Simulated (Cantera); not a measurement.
Charge: 1 mol CH3SiCl3, 0.06 mol C2H2, 6.8 mol H2, at 0.320 bar.

Equilibrium computed with Cantera from the NASA thermochemical tables; the gas is ideal and each condensed phase is pure. Candidate condensed phases: C, C6H6, C7H8, C8H18, Si, SiC; 109 gas species. The feed counts by its element totals alone. The tables' values for SiCl3, SiCl are old estimates; treat these amounts as uncertain. Rates play no part. All values below are at 1948 K.

Base state: H2 0.708, HCl 0.277, SiCl2 0.0124, H 0.00168, SiCl3 0.000639, Cl 0.000492, C2H2 (acetylene) 0.000381, CH4 7.84e-5 (mole fractions); condensed: C(graphite) + SiC(s).

Question: What changes in the equilibrium state with this change: CH3SiCl3 replaced by Si(CH3)4?

Answer: 
```tsv
species	before	after
H2	0.708	0.997
H	0.00168	0.00199
C2H2 (acetylene)	0.000381	0.000537
HCl	0.277	0
SiCl2	0.0124	0
SiCl3	0.000639	0
Cl	0.000492	0
SiCl4	4.11e-5	0
SiHCl3	3.69e-5	0
SiCl	2.34e-5	0
C(graphite), mol	0.241	3.10
SiC(s), mol	0.870	1.000
```
